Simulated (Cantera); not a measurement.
An isothermal, constant-pressure homogeneous reactor starts with N₂O : O₂ = 1 : 0.066 (molar parts), at 1225 K and 0.360 bar. Integrator tolerance rtol = 1e-08.

Model: GRI-Mech 3.0 (53 species, 325 reactions), integrated in Cantera. GRI-Mech 3.0 was tuned for natural gas; its chemistry of N2O as a main component is partial and can be far from experiment. The mechanism lacks the step 2 NO + O2 → 2 NO2, which can matter for NO2 below about 1400 K. The temperature is held fixed by assumption; the heat of reaction is taken as removed at once.

### Question
What does this change do: pressure from 0.360 bar to 0.0210 bar?

### Answer
| quantity | before | after |
|---|---|---|
| x(N₂O) at 200 s | 9.09e-7 (gas-phase equilibrium 1.04e-8) | 0.0131 (gas-phase equilibrium 2.52e-9) |
| x(O₂) at 200 s | 0.331 (gas-phase equilibrium 0.361) | 0.322 (gas-phase equilibrium 0.361) |
| x(NO₂) at 200 s | 0.000684 (gas-phase equilibrium 3.30e-6) | 3.41e-5 (gas-phase equilibrium 7.97e-7) |
| x(O) at 200 s | 4.06e-8 (gas-phase equilibrium 4.24e-8) | 1.72e-6 (gas-phase equilibrium 1.76e-7) |
| x(NO) at 200 s | 0.0607 (gas-phase equilibrium 0.000280) | 0.0714 (gas-phase equilibrium 0.000280) |
| x(N₂) at 200 s | 0.608 (gas-phase equilibrium 0.638) | 0.594 (gas-phase equilibrium 0.638) |
Radical loss at walls, strong at low pressure, is not modelled.

### Question
What does this change do: pressure from 0.360 bar to 1.00 bar?

### Answer
| quantity | before | after |
|---|---|---|
| x(N₂O) at 200 s | 9.09e-7 (gas-phase equilibrium 1.04e-8) | 7.11e-7 (gas-phase equilibrium 1.74e-8) |
| x(O₂) at 200 s | 0.331 (gas-phase equilibrium 0.361) | 0.335 (gas-phase equilibrium 0.361) |
| x(NO₂) at 200 s | 0.000684 (gas-phase equilibrium 3.30e-6) | 0.000986 (gas-phase equilibrium 5.50e-6) |
| x(O) at 200 s | 4.06e-8 (gas-phase equilibrium 4.24e-8) | 2.45e-8 (gas-phase equilibrium 2.55e-8) |
| x(NO) at 200 s | 0.0607 (gas-phase equilibrium 0.000280) | 0.0522 (gas-phase equilibrium 0.000280) |
| x(N₂) at 200 s | 0.608 (gas-phase equilibrium 0.638) | 0.612 (gas-phase equilibrium 0.638) |
